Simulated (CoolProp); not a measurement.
A closed Brayton cycle with carbon dioxide: compressor inlet 312.15 K and 7.9 MPa, high pressure 24 MPa, turbine inlet 740 K, compressor efficiency 0.89, turbine efficiency 0.93, recuperator effectiveness 0.95 (on enthalpy, no pinch check). Each further row changes one setting.

Computed with CoolProp (reference Helmholtz-energy equation of state, Span 1996).

| case | thermal efficiency (%) | net work (kJ/kg) | compressor to turbine work | compressor exit (K) | turbine exit (K) |
|---|---|---|---|---|---|
| as stated | 35.6 | 85.6 | 0.35 | 391.5 | 612.4 |
| turbine inlet 690 K | 32.9 | [?] | [?] | 391.5 | [?] |
| compressor inlet 322.15 K | 33.9 | 75.6 | [?] | 414.3 | 612.4 |
| high pressure 20.4 MPa | 35.0 | 76.5 | [?] | 379.7 | 630.6 |
| recuperator effectiveness 0.5 | 24.1 | 85.6 | 0.35 | 391.5 | 612.4 |

### Question
Fill in the missing entries.

### Answer

- turbine inlet 690 K, net work (kJ/kg): 74.9
- turbine inlet 690 K, compressor to turbine work: 0.38
- turbine inlet 690 K, turbine exit (K): 567.3
- compressor inlet 322.15 K, compressor to turbine work: 0.42
- high pressure 20.4 MPa, compressor to turbine work: 0.33
